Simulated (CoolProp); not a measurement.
A single-stage vapour-compression cycle with CH3F (R41): evaporating at 193.15 K (dew point), condensing at 222.15 K (bubble point), superheat 10 K, subcooling 2 K, compressor efficiency 0.7, no pressure losses. Each further row changes one setting.

The numbers come from the reference Helmholtz-energy equation of state, Lemmon 2006 in CoolProp. It is a short technical equation, of lower accuracy than the large ones.

```
case                              cooling COP  pressure ratio  discharge temperature (K)  refrigerating effect (kJ/kg)  volumetric capacity (kJ/m³)
--------------------------------  -----------  --------------  -------------------------  ----------------------------  ---------------------------
as stated                                3.93            4.04                      311.1                           445                          856
evaporating temperature 198.15 K         5.01               …                      294.1                           449                         1110
condensing temperature 217.15 K             …            3.27                      293.0                           456                          877
subcooling 7 K                           4.03            4.04                      311.1                           456                          877
superheat 20 K                           3.82            4.04                      325.9                           456                          832
compressor efficiency 0.6                   …            4.04                          …                           445                          856
```

Question: What belongs in the gaps?

Answer: 
- evaporating temperature 198.15 K, pressure ratio: 3.07
- condensing temperature 217.15 K, cooling COP: 4.87
- compressor efficiency 0.6, cooling COP: 3.37
- compressor efficiency 0.6, discharge temperature (K): 327.0
